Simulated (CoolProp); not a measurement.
Vapour-liquid equilibrium of R1234yf (1) + R152A (2) at 101 kPa; x and y are mole fractions of (1).

Model: multi-fluid Helmholtz-energy mixture model, Lemmon 2022 and Outcalt 1996; pair parameters Bell 2023, in CoolProp.

```json
[
 {"x": "0.05", "bubble temperature, mixture model (K)": "248.2", "bubble temperature, Raoult's law (K)": "248.8", "y, mixture model": "0.083", "y, Raoult's law": "0.062"},
 {"x": "0.125", "bubble temperature, mixture model (K)": "247.1", "bubble temperature, Raoult's law (K)": "248.3", "y, mixture model": "0.188", "y, Raoult's law": "0.153"},
 {"x": "0.2", "bubble temperature, mixture model (K)": "246.3", "bubble temperature, Raoult's law (K)": "247.9", "y, mixture model": "0.275", "y, Raoult's law": "0.240"},
 {"x": "0.275", "bubble temperature, mixture model (K)": "245.7", "bubble temperature, Raoult's law (K)": "247.5", "y, mixture model": "0.352", "y, Raoult's law": "0.325"},
 {"x": "0.35", "bubble temperature, mixture model (K)": "245.2", "bubble temperature, Raoult's law (K)": "247.0", "y, mixture model": "0.421", "y, Raoult's law": "0.406"},
 {"x": "0.425", "bubble temperature, mixture model (K)": "244.8", "bubble temperature, Raoult's law (K)": "246.6", "y, mixture model": "0.487", "y, Raoult's law": "0.484"},
 {"x": "0.5", "bubble temperature, mixture model (K)": "244.4", "bubble temperature, Raoult's law (K)": "246.2", "y, mixture model": "0.550", "y, Raoult's law": "0.560"},
 {"x": "0.575", "bubble temperature, mixture model (K)": "244.2", "bubble temperature, Raoult's law (K)": "245.8", "y, mixture model": "0.613", "y, Raoult's law": "0.633"},
 {"x": "0.65", "bubble temperature, mixture model (K)": "244.0", "bubble temperature, Raoult's law (K)": "245.4", "y, mixture model": "0.676", "y, Raoult's law": "0.703"},
 {"x": "0.725", "bubble temperature, mixture model (K)": "243.8", "bubble temperature, Raoult's law (K)": "245.0", "y, mixture model": "0.741", "y, Raoult's law": "0.771"},
 {"x": "0.8", "bubble temperature, mixture model (K)": "243.7", "bubble temperature, Raoult's law (K)": "244.6", "y, mixture model": "0.808", "y, Raoult's law": "0.836"},
 {"x": "0.875", "bubble temperature, mixture model (K)": "243.6", "bubble temperature, Raoult's law (K)": "244.2", "y, mixture model": "0.878", "y, Raoult's law": "0.899"},
 {"x": "0.95", "bubble temperature, mixture model (K)": "243.6", "bubble temperature, Raoult's law (K)": "243.9", "y, mixture model": "0.950", "y, Raoult's law": "0.960"}
]
```

The largest gap from Raoult's law is -1.8 K in bubble temperature, at x = 0.425. No azeotrope shows between x = 0.05 and 0.95.

The pair parameters rest on a limited set of measurements; away from them the model extrapolates.
